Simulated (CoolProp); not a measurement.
The numbers come from the reference Helmholtz-energy equation of state, Lemmon 2004 in CoolProp. It is a short technical equation, of lower accuracy than the large ones.

**Question.** For n-dodecane, give the phase and the density (kg/m³), Joule-Thomson coefficient (K/MPa), conductivity (mW/(m K)), fugacity coefficient at 580.1 K and 418 kPa.

**Answer.** 
- 580.1 K and 418 kPa: gas; density 17.7, Joule-Thomson coefficient 17.7, conductivity 36.1, fugacity coefficient 0.854

Thermal conductivity comes from a separate model (Huber 2004).
